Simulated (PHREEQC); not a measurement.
1.2 g of hydrous ferric oxide (600 m²/g; 0.2 weak and 0.005 strong sites per Fe, Dzombak-Morel constants, diffuse double layer) in 1 kg of water with 0.005 mol/kgw of an inert sodium salt and 0.00044 mol MnCl2, at 25 °C; the pH is set by adding NaOH or the inert anion's acid. No oxygen is let in. No CO2 enters from the air. No solid was allowed to form.

The series has 13 steps of pH, from 3 to 9.

Computed with PHREEQC (ion-association model, wateq4f.dat).

Task: Near which pH is half of the Mn sorbed, and on which side is more sorbed?

Result: Near pH 7.2, with more sorbed at higher pH.

Task: At which pH does the surface charge pass through zero?

Result: Near pH 8.5.

Species that the database lacks are ignored. The oxide is taken as insoluble; below pH 4 it would dissolve.
